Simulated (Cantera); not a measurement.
**Abatement and gas-phase synthesis: HCl + H2O + O2**

A closed system holds: 1 mol HCl, 1.8 mol H2O, 0.89 mol O2, held at 37.0 mbar.

Method: chemical equilibrium by Gibbs-energy minimisation in Cantera with the NASA 1993 tables (ideal gas, pure condensed phases). Candidate condensed phases: H2O; 14 gas species. Equilibrium is a limit: real reactors are often held back by kinetics, nucleation or transport.

```json
[
 {"T (K)": "2325", "x H2O": "0.465", "x O2": "0.204", "x HCl": "0.190", "x H": "0.00646", "x O": "0.0135", "x OH": "0.0392", "x Cl": "0.0690", "x H2": "0.0128"},
 {"T (K)": "2375", "x H2O": "0.454", "x O2": "0.200", "x HCl": "0.182", "x H": "0.00945", "x O": "0.0176", "x OH": "0.0460", "x Cl": "0.0741", "x H2": "0.0166"},
 {"T (K)": "2425", "x H2O": "0.441", "x O2": "0.195", "x HCl": "0.174", "x H": "0.0136", "x O": "0.0227", "x OH": "0.0534", "x Cl": "0.0791", "x H2": "0.0212"},
 {"T (K)": "2475", "x H2O": "0.425", "x O2": "0.190", "x HCl": "0.166", "x H": "0.0191", "x O": "0.0290", "x OH": "0.0612", "x Cl": "0.0840", "x H2": "0.0267"},
 {"T (K)": "2525", "x H2O": "0.405", "x O2": "0.184", "x HCl": "0.157", "x H": "0.0265", "x O": "0.0365", "x OH": "0.0694", "x Cl": "0.0887", "x H2": "0.0330"},
 {"T (K)": "2575", "x H2O": "0.383", "x O2": "0.178", "x HCl": "0.147", "x H": "0.0360", "x O": "0.0455", "x OH": "0.0777", "x Cl": "0.0931", "x H2": "0.0400"},
 {"T (K)": "2625", "x H2O": "0.357", "x O2": "0.171", "x HCl": "0.137", "x H": "0.0481", "x O": "0.0560", "x OH": "0.0858", "x Cl": "0.0973", "x H2": "0.0475"},
 {"T (K)": "2675", "x H2O": "0.328", "x O2": "0.164", "x HCl": "0.127", "x H": "0.0632", "x O": "0.0683", "x OH": "0.0935", "x Cl": "0.101", "x H2": "0.0553"},
 {"T (K)": "2725", "x H2O": "0.296", "x O2": "0.156", "x HCl": "0.116", "x H": "0.0814", "x O": "0.0824", "x OH": "0.100", "x Cl": "0.104", "x H2": "0.0630"},
 {"T (K)": "2775", "x H2O": "0.262", "x O2": "0.148", "x HCl": "0.105", "x H": "0.103", "x O": "0.0983", "x OH": "0.106", "x Cl": "0.107", "x H2": "0.0701"},
 {"T (K)": "2825", "x H2O": "0.227", "x O2": "0.139", "x HCl": "0.0945", "x H": "0.128", "x O": "0.116", "x OH": "0.110", "x Cl": "0.110", "x H2": "0.0760"},
 {"T (K)": "2875", "x H2O": "0.192", "x O2": "0.129", "x HCl": "0.0836", "x H": "0.156", "x O": "0.135", "x OH": "0.112", "x Cl": "0.111", "x H2": "0.0804"}
]
```
x: gas mole fraction; nothing condenses.

From 2325 K to 2875 K nothing is condensed.
